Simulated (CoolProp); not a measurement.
Saturation properties of CH3F (R41) (Tc = 317.3 K, pc = 5906 kPa, ω = 0.200).

Values from CoolProp's reference Helmholtz-energy equation of state, Lemmon 2006. It is a short technical equation, of lower accuracy than the large ones.

```
T (K)  p (kPa)  liquid density (kg/m³)  vapour density (kg/m³)  enthalpy of vaporisation (kJ/kg)  liquid cp (kJ/(kg K))  surface tension (mN/m)
-----  -------  ----------------------  ----------------------  --------------------------------  ---------------------  ----------------------
197.2    115.5                   876.1                   2.513                             484.3                  2.075                    15.1
203.3    158.4                   863.1                   3.379                             475.6                  2.087                    14.2
209.4    212.9                   849.8                   4.463                             466.4                  2.101                    13.2
215.5    281.0                   836.2                   5.802                             456.9                  2.119                    12.3
221.7    366.3                   821.9                   7.467                             446.7                  2.141                    11.4
227.8    468.3                   807.4                   9.453                             436.2                  2.168                    10.5
233.9    590.6                   792.4                   11.84                             425.1                  2.200                    9.60
240      735.6                   776.9                   14.69                             413.3                  2.237                    8.74
246.1    906.0                   760.8                   18.08                             400.8                  2.282                    7.89
252.3     1108                   743.6                   22.17                             387.2                  2.337                    7.05
258.4     1338                   725.9                   26.95                             372.8                  2.402                    6.23
264.5     1602                   707.2                   32.62                             357.4                  2.482                    5.44
```

It boils at 194.8 K under 1 atm.

Surface tension comes from a separate correlation (Mulero 2012).
